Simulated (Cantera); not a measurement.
Source: NASA polynomial tables (part measured, part estimated), evaluated in Cantera. Values are per mole of reaction as written; species without (g) are pure solids or liquids, kept so even where they would boil at 1 bar.

SF4(g) + 2 Ca(g) → S + 2 CaF2, with ΔH° = -2044.2 kJ and ΔS° = -440.0 J/K at 300 K.

Question: How far is the shortcut ΔG° ≈ ΔH°(300 K) − T·ΔS°(300 K) from the full temperature-dependent value at 423, 473, 523, 573, 623, 673, 723, 773, 823, 873 K?

Answer: 
```
T (K)  shortcut (kJ)  full (kJ)  difference (kJ)  difference in log10 K  condensed phases
-----  -------------  ---------  ---------------  ---------------------  ----------------
423          -1858.1    -1859.2              1.2                  -0.15     S(l), CaF2(s)
473          -1836.1    -1838.5              2.4                  -0.27     S(l), CaF2(s)
523          -1814.1    -1818.0              3.9                  -0.39     S(l), CaF2(s)
573          -1792.1    -1797.8              5.7                  -0.52     S(l), CaF2(s)
623          -1770.1    -1777.9              7.8                  -0.65     S(l), CaF2(s)
673          -1748.1    -1758.1             10.1                  -0.78     S(l), CaF2(s)
723          -1726.1    -1738.6             12.5                  -0.90     S(l), CaF2(s)
773          -1704.1    -1719.2             15.2                  -1.02     S(l), CaF2(s)
823          -1682.1    -1700.0             18.0                  -1.14     S(l), CaF2(s)
873          -1660.1    -1681.0             20.9                  -1.25     S(l), CaF2(s)
```
The shortcut ignores heat capacities and the phase changes listed.
